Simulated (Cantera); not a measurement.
Cantera run:

```python
import numpy as np
import cantera as ct

gas_names = """
    H HNO HNO2 HNO3 HO2 H2 H2O H2O2 N NH NH2 NH3 NH2OH NO NO2 NO3 N2 N2H2 N2H4 N2O O OH O2 O3 Pb PbO Pb2
""".split()
cond_names = """
    H2O(s) H2O(L) Pb(cr) Pb(L) PbO(rd) PbO(yw) PbO(L) PbO2(s) Pb3O4(s)
""".split()


# ... load() reads the species with a 1 bar reference pressure and builds the phases ...
atoms = {
    'PbO': {'Pb': 1, 'O': 1},
    'H2': {'H': 2},
    'N2': {'N': 2},
}
top_T = {'Pb3O4(s)': 820}  # K; cautious upper limits of use, not melting points


# ... equilibrate(T, P, feed) seeds the gas with the atoms and calls Mixture.equilibrate('TP', solver="vcs", rtol=1e-11, max_steps=5000) ...
results = []
feed = {'PbO': 1, 'H2': 1.2, 'N2': 0.66}  # mol
P = 440000  # Pa
for T in [548, 648, 748, 848, 948, 1048, 1148, 1248, 1348, 1448, 1548, 1648]:
    mix = equilibrate(T, P, feed)
    results.append((T, P, feed, dict(zip(mix.species_names, mix.species_moles))))
    x = sorted(zip(gas.X, gas.species_names), reverse=True)
    print(f"T = {T:g} K  P = {P:g} Pa  gas = {mix.phase_moles(0):.4g} mol")
    print("   x: " + "  ".join(f"{s} {v:.3e}" for v, s in x if v > 1e-05))
    print("   condensed (mol): " + ("  ".join(f"{mix.phase(i).name} {mix.phase_moles(i):.4g}"
          for i in range(1, mix.n_phases) if mix.phase_moles(i) > 1e-12) or "none"))
```

Output:

```
T = 548 K  P = 440000 Pa  gas = 1.844 mol
   x: H2O 5.422e-01  N2 3.536e-01  H2 9.567e-02  NH3 8.512e-03
   condensed (mol): Pb(cr) 1
T = 648 K  P = 440000 Pa  gas = 1.857 mol
   x: H2O 5.386e-01  N2 3.546e-01  H2 1.051e-01  NH3 1.723e-03
   condensed (mol): Pb(L) 1
T = 748 K  P = 440000 Pa  gas = 1.859 mol
   x: H2O 5.379e-01  N2 3.548e-01  H2 1.069e-01  NH3 4.785e-04
   condensed (mol): Pb(L) 1
T = 848 K  P = 440000 Pa  gas = 1.86 mol
   x: H2O 5.377e-01  N2 3.548e-01  H2 1.073e-01  NH3 1.741e-04
   condensed (mol): Pb(L) 1
T = 948 K  P = 440000 Pa  gas = 1.86 mol
   x: H2O 5.377e-01  N2 3.548e-01  H2 1.074e-01  NH3 7.721e-05
   condensed (mol): Pb(L) 1
T = 1048 K  P = 440000 Pa  gas = 1.86 mol
   x: H2O 5.377e-01  N2 3.548e-01  H2 1.075e-01  NH3 3.965e-05  Pb 1.016e-05
   condensed (mol): Pb(L) 1
T = 1148 K  P = 440000 Pa  gas = 1.86 mol
   x: H2O 5.376e-01  N2 3.548e-01  H2 1.075e-01  Pb 6.369e-05  NH3 2.275e-05
   condensed (mol): Pb(L) 0.9999
T = 1248 K  P = 440000 Pa  gas = 1.861 mol
   x: H2O 5.375e-01  N2 3.547e-01  H2 1.075e-01  Pb 2.955e-04  NH3 1.422e-05
   condensed (mol): Pb(L) 0.9995
T = 1348 K  P = 440000 Pa  gas = 1.862 mol
   x: H2O 5.371e-01  N2 3.545e-01  H2 1.074e-01  Pb 1.086e-03
   condensed (mol): Pb(L) 0.998
T = 1448 K  P = 440000 Pa  gas = 1.866 mol
   x: H2O 5.358e-01  N2 3.537e-01  H2 1.072e-01  Pb 3.317e-03
   condensed (mol): Pb(L) 0.9938
T = 1548 K  P = 440000 Pa  gas = 1.876 mol
   x: H2O 5.329e-01  N2 3.517e-01  H2 1.066e-01  Pb 8.738e-03  PbO 2.272e-05
   condensed (mol): Pb(L) 0.9835
T = 1648 K  P = 440000 Pa  gas = 1.899 mol
   x: H2O 5.265e-01  N2 3.476e-01  H2 1.054e-01  Pb 2.041e-02  PbO 9.496e-05  Pb2 2.005e-05  H 1.378e-05
   condensed (mol): Pb(L) 0.961
```

Equilibrium computed with Cantera from the NASA thermochemical tables; the gas is ideal and each condensed phase is pure. Gases not in the tables: (PbO)n polymers.
